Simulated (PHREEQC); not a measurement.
Make-up at 25 °C: 0.015 mol/kgw (NH4)2CO3 and 9.9e-05 mol/kgw CO2. Closed to the air; pH follows from the charge balance.

Model: ion-association model, wateq4f.dat, run in PHREEQC.

Problem. The ionic strength comes out as 0.0181 mol/kgw. What activity coefficients do HCO3-, NH4+, OH-, CO3-2 get?

Solution. HCO3- 0.88, NH4+ 0.87, OH- 0.87, CO3-2 0.60.

Precipitation was switched off in this run. Complexes and solids missing from the database can't appear. Carbamate, which ammonia and carbonate form, is missing from the database.
